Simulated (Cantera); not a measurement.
Cantera with NASA thermochemical tables; ideal gases at 1 bar, condensed phases pure. Values are per mole of reaction as written; species without (g) are pure solids or liquids, kept so even where they would boil at 1 bar. The tables' values for BOCl are old estimates.

### Question
Between 300 and 2325 K, where is each reaction favourable under standard conditions?
- 2 Cl₂(g) + 2 B₂O₃(g) ⇌ 4 BOCl(g) + O₂(g)

### Answer
- 2 Cl₂(g) + 2 B₂O₃(g) ⇌ 4 BOCl(g) + O₂(g): ΔG° is 364 kJ at 300 K and 73 kJ at 2325 K; it stays positive (K < 1). ΔH° is 404 kJ and ΔS° 142 J/K at 2325 K.
